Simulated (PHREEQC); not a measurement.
## Leach liquor: speciation

Make-up at 90 °C: 0.0044 mol H2SO4, 0.033 mol Li2SO4 and 0.0018 mol MgSO4 per kg of water. Closed to the air; pH follows from the charge balance.

Computed with PHREEQC (ion-association model, phreeqc.dat).

Each row changes one thing in this solution. This is a speciation only: nothing precipitates in the calculation.

```csv
case,pH,ionic strength (mol/kgw),Li+ (mol/kgw),SO4-2 (mol/kgw),HSO4- (mol/kgw),LiSO4- (mol/kgw)
as made,2.95,0.0939,0.0634,0.0278,0.00740,0.00262
diluted 100-fold with water,4.14,0.00115,0.000659,0.000375,1.27e-5,9.07e-7
diluted 10-fold with water,3.43,0.0105,0.00654,0.00330,0.000464,5.90e-5
MgSO4 left out,2.94,?,0.0634,0.0274,0.00739,0.00260
Li2SO4 from 0.033 to 0.0165 mol/kgw,2.76,0.0498,?,0.0139,0.00672,0.000822
MgSO4 from 0.0018 to 0.00198 mol/kgw,2.95,0.0941,0.0634,0.0279,0.00740,0.00262
MgSO4 from 0.0018 to 0.0036 mol/kgw,2.95,0.0956,0.0634,0.0282,0.00741,0.00264
diluted 2-fold with water,3.08,0.0486,0.0321,0.0147,0.00341,0.000873
MgSO4 replaced by FeSO4 at the same molality,2.95,0.0949,0.0634,0.0281,0.00739,0.00264
```

Fill in the missing entries.


- MgSO4 left out, ionic strength (mol/kgw): 0.0922
- Li2SO4 from 0.033 to 0.0165 mol/kgw, Li+ (mol/kgw): 0.0322

At this temperature some constants are extrapolated from 25 °C, and those without enthalpy data are left unchanged.
